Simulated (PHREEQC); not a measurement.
Solution (50 °C): 32 mmol/kgw HBr, 2.1 mmol/kgw AlCl3 and 17 mmol/kgw MnSO4. It is in equilibrium with CO2 at log p = 0 (atm). Otherwise closed; pH follows from the charge balance.

Computed with PHREEQC (ion-association model, phreeqc.dat).

This is a speciation only: nothing precipitates in the calculation.

Q: Order these Mn species by the share of Mn that they hold, largest first: MnCl+, Mn+2, MnSO4.

A: Mn+2 (82 %), MnSO4 (17 %), MnCl+ (0.84 %)

The pH is 1.70 and the ionic strength 0.0763 mol/kgw. Complexes and solids missing from the database can't appear. Away from 25 °C the constants follow the database's enthalpies or fits; those with neither stay at their 25 °C values.
